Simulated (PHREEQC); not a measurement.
**Acid mine or pickling water: an equilibrium model**

Model water analysis in mg/kgw, 92 °C, pH 2.83, pe 9.2:

```json
[
 {"constituent": "Na", "mg/kgw": "92.4"},
 {"constituent": "K", "mg/kgw": "118"},
 {"constituent": "Ca", "mg/kgw": "226"},
 {"constituent": "Mg", "mg/kgw": "161"},
 {"constituent": "Cl", "mg/kgw": "361"},
 {"constituent": "S(6) as SO4", "mg/kgw": "1600"},
 {"constituent": "P as PO4", "mg/kgw": "19"}
]
```

Valence states are taken as typed.

Model: ion-association model, wateq4f.dat, run in PHREEQC.

No solid was allowed to form.

Estimate the ionic strength.

ionic strength 0.0386 mol/kgw.

In which forms is Na present?

Na+ 98 %, NaSO4- 2.2 % of the Na.

Complexes and solids missing from the database can't appear. H3PO4, which wateq4f.dat lacks, is added to it with the constant of phreeqc.dat. Away from 25 °C the constants follow the database's enthalpies or fits; those with neither stay at their 25 °C values.
